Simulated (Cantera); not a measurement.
Charge: 1 mol B₂O₃, 46 mol HCl, 15 mol O₂, equilibrated at 1575 °C and 1.00 bar.

Method: chemical equilibrium by Gibbs-energy minimisation in Cantera with the NASA 1993 tables (ideal gas, pure condensed phases). The tables' values for BOCl are old estimates; treat these amounts as uncertain. Rates play no part.

| species | before | after |
|---|---|---|
| HCl | 0.596 | 0.514 |
| Cl | 0.0736 | 0.189 |
| O₂ | 0.205 | 0.181 |
| Cl₂ | 0.0349 | 0.00133 |
| H₂O | 0.0579 | 0.0807 |
| HBO₂ | 0.0286 | 0.0275 |
| H | 1.73e-6 | 0.000100 |
| H₂ | 1.07e-5 | 0.000208 |
| HOCl | 0.000109 | 6.73e-6 |
| O | 8.59e-5 | 0.00106 |
| ClO | 0.000569 | 0.000104 |
| OH | 0.000692 | 0.00287 |
Gas species are given as mole fractions.

Name the change that produced these shifts.
A. pressure from 1.00 bar to 5.80 mbar
B. O₂ from 15 to 1.5 mol
C. temperature from 1575 °C to 800 °C
D. temperature from 1575 °C to 927 °C

A, pressure from 1.00 bar to 5.80 mbar
